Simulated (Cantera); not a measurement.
Feed: 1 mol HMDSO, a varied amount of O3, held at 427 °C and 4.10 mbar.

Cantera equilibrium calculation (NASA polynomials, part measured and part estimated; ideal gas, pure solids and liquids). Candidate condensed phases: C, C6H6, C7H8, C8H18, H2O, Si, SiC, SiO2; 123 gas species. The feed counts by its element totals alone. The numbers say what is thermodynamically allowed, not how fast it happens.

Which condensed phases are stable at each of these points (n(O3) (mol)): 0.58, 0.89, 1.2, 1.5, 1.8, 2.1, 2.4, 2.7?


```json
[
 {"n(O3) (mol)": "0.58", "condensed phases": "C(graphite) + SiC(s) + SiO2(α-quartz)", "Si condensed (%)": "100.0"},
 {"n(O3) (mol)": "0.89", "condensed phases": "C(graphite) + SiC(s) + SiO2(α-quartz)", "Si condensed (%)": "100.0"},
 {"n(O3) (mol)": "1.2", "condensed phases": "C(graphite) + SiO2(α-quartz)", "Si condensed (%)": "100.0"},
 {"n(O3) (mol)": "1.5", "condensed phases": "C(graphite) + SiO2(α-quartz)", "Si condensed (%)": "100.0"},
 {"n(O3) (mol)": "1.8", "condensed phases": "C(graphite) + SiO2(α-quartz)", "Si condensed (%)": "100.0"},
 {"n(O3) (mol)": "2.1", "condensed phases": "C(graphite) + SiO2(α-quartz)", "Si condensed (%)": "100.0"},
 {"n(O3) (mol)": "2.4", "condensed phases": "C(graphite) + SiO2(α-quartz)", "Si condensed (%)": "100.0"},
 {"n(O3) (mol)": "2.7", "condensed phases": "C(graphite) + SiO2(α-quartz)", "Si condensed (%)": "100.0"}
]
```

From 0.58 mol O3 to 0.89 mol O3 the condensed part is C(graphite) + SiC(s) + SiO2(α-quartz). From 1.2 mol O3 to 2.7 mol O3 the condensed part is C(graphite) + SiO2(α-quartz).
